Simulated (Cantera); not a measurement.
A perfectly stirred reactor is fed with CH₄ : N₂ = 1 : 30 (molar parts), at 750 Torr; it is held at 1825 K, and followed from long to short residence time.

Computed with Cantera and GRI-Mech 3.0 (53 species, 325 reactions). GRI-Mech 3.0 stops at C3 and has no aromatics, soot or wall deposition, so with more carbon than oxygen in the feed, carbon stays in small species such as C2H2 where larger ones or solid carbon would form.

Task: What does this change do: N2 30 to 240 parts?

Result: 
```tsv
quantity	before	after
x(CH₄) at τ = 3.80 s	0.000604	7.14e-5
x(CH₃) at τ = 3.80 s	2.47e-5	7.89e-6
x(H) at τ = 3.80 s	9.35e-5	3.36e-5
x(C₂H) at τ = 3.80 s	3.01e-7	9.79e-8
x(C₂H₂) at τ = 3.80 s	0.0152	0.00182
x(CH₄) at τ = 30.0 ms	0.00664	0.000886
x(CH₃) at τ = 30.0 ms	0.000252	8.62e-5
x(H) at τ = 30.0 ms	7.22e-5	2.54e-5
x(C₂H) at τ = 30.0 ms	2.32e-7	8.04e-8
x(C₂H₂) at τ = 30.0 ms	0.0122	0.00155
```

Task: What does this change do: N2 30 to 160 parts?

Result: 
```csv
quantity,before,after
x(CH₄) at τ = 3.80 s,0.000604,0.000111
x(CH₃) at τ = 3.80 s,2.47e-5,1.01e-5
x(H) at τ = 3.80 s,9.35e-5,4.12e-5
x(C₂H) at τ = 3.80 s,3.01e-7,1.26e-7
x(C₂H₂) at τ = 3.80 s,0.0152,0.00284
x(CH₄) at τ = 30.0 ms,0.00664,0.00132
x(CH₃) at τ = 30.0 ms,0.000252,0.000107
x(H) at τ = 30.0 ms,7.22e-5,3.14e-5
x(C₂H) at τ = 30.0 ms,2.32e-7,9.99e-8
x(C₂H₂) at τ = 30.0 ms,0.0122,0.00234
```
